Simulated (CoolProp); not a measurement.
Properties of isohexane at several states (Tc = 497.7 K, pc = 3.043 MPa, ω = 0.280).

Model: reference Helmholtz-energy equation of state, Lemmon 2006, in CoolProp. It is a short technical equation, of lower accuracy than the large ones.

| T (K) | p (MPa) | phase | Z | cp (kJ/(kg K)) | expansivity (1/kK) |
|---|---|---|---|---|---|
| 470 | 0.368 | gas | 0.9469 | 2.476 | ___ |
| 536.4 | 5.75 | supercritical | 0.3622 | ___ | 11.52 |
| 358.8 | 0.0868 | gas | 0.9686 | 1.971 | ___ |
| 381.9 | 1.08 | liquid | 0.05184 | 2.677 | 2.049 |
| 368.3 | 1.14 | liquid | ___ | 2.596 | 1.877 |

Problem. Fill in the missing entries.

Solution. 
- 470, expansivity (1/kK): 2.562
- 536.4, cp (kJ/(kg K)): 4.174
- 358.8, expansivity (1/kK): 3.117
- 368.3, Z: 0.05523
